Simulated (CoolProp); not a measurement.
The numbers come from the reference Helmholtz-energy equation of state, Lemmon 2006 in CoolProp. It is a short technical equation, of lower accuracy than the large ones.

Question: For C2F6 (R116), give the phase and the speed of sound (m/s), Joule-Thomson coefficient (K/MPa), isothermal compressibility (1/MPa), conductivity (mW/(m K)) at 48.55 °C and 1.14 MPa; 48.55 °C and 2.57 MPa.

Answer: 
- 48.55 °C and 1.14 MPa: gas; speed of sound 133, Joule-Thomson coefficient 7.46, isothermal compressibility 0.977, conductivity 17.1
- 48.55 °C and 2.57 MPa: gas; speed of sound 117, Joule-Thomson coefficient 8.71, isothermal compressibility 0.533, conductivity 18.8

Thermal conductivity comes from a separate model (Huber 2003), an estimate that may be off by 10 % or more.
